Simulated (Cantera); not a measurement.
Charge: 1 mol HCl, 0.025 mol O₂, 0.28 mol N₂, equilibrated at 2900 K and 1.10 bar.

Cantera equilibrium calculation (NASA polynomials, part measured and part estimated; ideal gas, pure solids and liquids). Candidate condensed phases: H₂O, NH₄Cl; 29 gas species. Kinetics and transport are ignored.

Base state: HCl 0.519, N₂ 0.195, Cl 0.178, H₂ 0.0478, H₂O 0.0279, H 0.0240, OH 0.00428, O 0.00133 (mole fractions); condensed: gas only.

Question: What changes in the equilibrium state with this change: HCl replaced by H₂S?

Answer: 
```json
[
 {"species": "H₂", "before": "0.0478", "after": "0.416"},
 {"species": "S₂", "before": "0", "after": "0.172"},
 {"species": "N₂", "before": "0.195", "after": "0.147"},
 {"species": "HCl", "before": "0.519", "after": "0"},
 {"species": "Cl", "before": "0.178", "after": "0"},
 {"species": "SH", "before": "0", "after": "0.0752"},
 {"species": "S", "before": "0", "after": "0.0740"},
 {"species": "H₂S", "before": "0", "after": "0.0198"},
 {"species": "H", "before": "0.0240", "after": "0.0706"},
 {"species": "H₂O", "before": "0.0279", "after": "0.0150"},
 {"species": "SO", "before": "0", "after": "0.00953"},
 {"species": "Cl₂", "before": "0.000546", "after": "0"},
 {"species": "SO₂", "before": "0", "after": "0.000265"},
 {"species": "SN", "before": "0", "after": "0.000200"},
 {"species": "S₂O", "before": "0", "after": "0.000186"}
]
```
Further candidate phases: H₂SO₄, S.

Question: What changes in the equilibrium state with this change: HCl replaced by SF₆?

Answer: 
```tsv
species	before	after
F	0	0.813
SF	0	0.0489
SF₂	0	0.0449
HCl	0.519	0
Cl	0.178	0
H₂	0.0478	0
H₂O	0.0279	0
H	0.0240	0
S	0	0.0226
S₂	0	0.0161
N₂	0.195	0.0447
SO	0	0.00656
OH	0.00428	0
```
The tables' values for S₂F₂ (SSF₂), SF₃, SOF₂, FS₂F (FSSF) are old estimates; treat these amounts as uncertain. Further candidate phases: S.

Question: What changes in the equilibrium state with this change: temperature from 2900 K to 1423 K?

Answer: 
| species | before | after |
|---|---|---|
| HCl | 0.519 | 0.709 |
| N₂ | 0.195 | 0.218 |
| H₂O | 0.0279 | 0.0339 |
| Cl | 0.178 | 0.00569 |
| H₂ | 0.0478 | 4.19e-7 |
| H | 0.0240 | 4.10e-9 |
| Cl₂ | 0.000546 | 0.0311 |
| O | 0.00133 | 6.34e-8 |
| OH | 0.00428 | 7.20e-6 |
| NO | 0.000804 | 4.66e-5 |
| O₂ | 0.000309 | 0.00244 |
